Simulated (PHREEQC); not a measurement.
# Buffer

Solution (25 °C and 100 atm): 0.083 mol/kgw HF and 0.000756 mol/kgw NH3. Closed to the air; pH follows from the charge balance.

Equilibrium calculation in PHREEQC: ion-association model, phreeqc.dat.

No solid was allowed to form.

Problem. Estimate the pH, ionic strength.

Solution. pH 2.11; ionic strength 0.00919 mol/kgw.

Problem. In which forms is F present?

Solution. HF 87 %, F- 8.8 %, HF2- 4.6 % of the F.

Species that the database lacks are ignored. Under pressure, the constants of complexes without a molar volume in the database are unreliable.
